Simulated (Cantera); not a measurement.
## Transport properties of process gases

Gas mixture: H2O = 0.16 (molar parts), at 650 Pa, frozen composition.

Cantera's kinetic-theory transport with the Lennard-Jones parameters of GRI-Mech 3.0, ideal gas; thermal conductivity in the mixture-averaged form. Polar gases are described roughly by these parameters.

```
T (K)  ρ (kg/m³)  cp (J/kg/K)  μ (µPa s)  λ (mW/m/K)     Pr  D (cm²/s) CH3  D (cm²/s) NO  D (cm²/s) N2
-----  ---------  -----------  ---------  ----------  -----  -------------  ------------  ------------
400      0.00352         1902       14.0        37.0  0.718           63.9          60.9          61.7
500      0.00282         1955       17.7        48.2  0.718           97.6          92.7          93.9
600      0.00235         2016       21.5        60.4  0.718            137           129           131
700      0.00201         2082       25.2        73.4  0.716            181           171           173
800      0.00176         2150       29.0        87.3  0.714            230           217           220
900      0.00156         2220       32.6         102  0.712            284           267           270
```
D: mixture-averaged diffusion coefficient of that species in the mixture.
